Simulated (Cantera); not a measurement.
**Hydrocarbon pyrolysis for carbon deposition**

A perfectly stirred reactor is fed with CH4 : H2 = 1 : 76 (molar parts), at 100.0 Torr; it is held at 1800 K, and followed from long to short residence time.

Detailed kinetics in Cantera: GRI-Mech 3.0 (53 species, 325 reactions). GRI-Mech 3.0 stops at C3 and has no aromatics, soot or wall deposition, so with more carbon than oxygen in the feed, carbon stays in small species such as C2H2 where larger ones or solid carbon would form.

```csv
τ (s),x CH4,x H2,x C2H,x C2H2,x CH3,x C2H4,x CH2
26,0.00112,0.992,5.04e-8,0.00583,2.23e-5,1.80e-5,2.47e-8
4.5,0.00227,0.991,4.51e-8,0.00525,4.49e-5,1.66e-5,4.92e-8
0.78,0.00471,0.990,3.42e-8,0.00402,9.21e-5,1.44e-5,9.84e-8
0.13,0.00854,0.988,1.73e-8,0.00210,0.000162,1.29e-5,1.66e-7
0.023,0.0116,0.987,4.32e-9,0.000570,0.000202,1.25e-5,1.89e-7
0.0039,0.0127,0.987,2.17e-10,4.38e-5,0.000146,7.18e-6,9.00e-8
0.00067,0.0129,0.987,<1e-12,1.67e-7,3.85e-5,3.98e-7,6.29e-9
0.00012,0.0130,0.987,<1e-12,1.37e-10,7.27e-6,3.22e-9,2.18e-10
```
x: mole fraction; the columns are a selection and need not sum to one.
